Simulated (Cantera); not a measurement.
Feed: 1 mol BaF2, 300 mol H2, at 1675 K and 0.00518 Torr.

These are equilibrium values from Cantera (NASA tables, ideal gas, pure condensed phases), not measurements of a reactor. Candidate condensed phases: Ba, BaF2; 14 gas species. Kinetics and transport are ignored.

Base state: H2 0.950, H 0.0431, HF 0.00376, BaF 0.00229, Ba 0.000738, BaF2 0.000219 (mole fractions); condensed: gas only.

Task: What changes in the equilibrium state with this change: temperature from 1675 K to 1373.15 K?

Result: 
```tsv
species	before	after
H2	0.950	0.994
HF	0.00376	0.00168
BaF2	0.000219	0.00167
H	0.0431	0.00127
Ba	0.000738	3.31e-5
BaF	0.00229	0.00162
```
